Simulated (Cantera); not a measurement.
Charge: 1 mol CH3Cl, 0.054 mol H2, 0.014 mol HCl, at 3050 K and 19.0 Pa.

Cantera equilibrium calculation (NASA polynomials, part measured and part estimated; ideal gas, pure solids and liquids). Candidate condensed phases: C, C6H6, C7H8, C8H18; 91 gas species. Rates play no part.

Task: What is the equilibrium state?

Result: 
| Item | Value |
|---|---|
| x(H) | 0.648 |
| x(Cl) | 0.211 |
| x(C) | 0.0934 |
| x(C3) | 0.0293 |
| x(C2) | 0.0137 |
| x(H2) | 0.00237 |
| x(HCl) | 0.00114 |
| x(C2H) | 0.000413 |
| x(C5) | 2.99e-5 |
| gas amount | 4.770 mol |
| log10 activity of C(graphite) (absent) | -0.66 |
